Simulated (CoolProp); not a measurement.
Properties of C2F6 (R116) along the isobar 4.55 MPa (Tc = 19.9 °C, pc = 3.048 MPa, ω = 0.257).

The numbers come from the reference Helmholtz-energy equation of state, Lemmon 2006 in CoolProp. It is a short technical equation, of lower accuracy than the large ones.

```json
[
 {"T (°C)": "-63.35", "phase": "liquid", "cv (kJ/(kg K))": "0.6499", "conductivity (mW/(m K))": "72.8"},
 {"T (°C)": "-59.75", "phase": "liquid", "cv (kJ/(kg K))": "?", "conductivity (mW/(m K))": "71.5"},
 {"T (°C)": "-56.15", "phase": "liquid", "cv (kJ/(kg K))": "0.6593", "conductivity (mW/(m K))": "70.2"},
 {"T (°C)": "-52.55", "phase": "liquid", "cv (kJ/(kg K))": "0.6641", "conductivity (mW/(m K))": "68.9"},
 {"T (°C)": "-48.95", "phase": "liquid", "cv (kJ/(kg K))": "0.6689", "conductivity (mW/(m K))": "?"},
 {"T (°C)": "-45.35", "phase": "liquid", "cv (kJ/(kg K))": "0.6737", "conductivity (mW/(m K))": "66.2"},
 {"T (°C)": "-41.75", "phase": "liquid", "cv (kJ/(kg K))": "?", "conductivity (mW/(m K))": "64.9"},
 {"T (°C)": "-38.15", "phase": "liquid", "cv (kJ/(kg K))": "0.6835", "conductivity (mW/(m K))": "63.6"},
 {"T (°C)": "-34.55", "phase": "liquid", "cv (kJ/(kg K))": "0.6884", "conductivity (mW/(m K))": "62.3"},
 {"T (°C)": "-30.95", "phase": "liquid", "cv (kJ/(kg K))": "0.6934", "conductivity (mW/(m K))": "61.0"},
 {"T (°C)": "-27.35", "phase": "liquid", "cv (kJ/(kg K))": "0.6984", "conductivity (mW/(m K))": "?"},
 {"T (°C)": "-23.75", "phase": "liquid", "cv (kJ/(kg K))": "0.7034", "conductivity (mW/(m K))": "?"},
 {"T (°C)": "-20.15", "phase": "liquid", "cv (kJ/(kg K))": "0.7085", "conductivity (mW/(m K))": "57.1"},
 {"T (°C)": "-16.55", "phase": "liquid", "cv (kJ/(kg K))": "0.7137", "conductivity (mW/(m K))": "55.7"},
 {"T (°C)": "-12.95", "phase": "liquid", "cv (kJ/(kg K))": "?", "conductivity (mW/(m K))": "54.4"},
 {"T (°C)": "-9.45", "phase": "liquid", "cv (kJ/(kg K))": "0.7241", "conductivity (mW/(m K))": "53.1"}
]
```

### Question
Some entries are withheld; supply them.

### Answer

- -59.75, cv (kJ/(kg K)): 0.6546
- -48.95, conductivity (mW/(m K)): 67.6
- -41.75, cv (kJ/(kg K)): 0.6786
- -27.35, conductivity (mW/(m K)): 59.7
- -23.75, conductivity (mW/(m K)): 58.4
- -12.95, cv (kJ/(kg K)): 0.7189

Thermal conductivity comes from a separate model (Huber 2003), an estimate that may be off by 10 % or more.
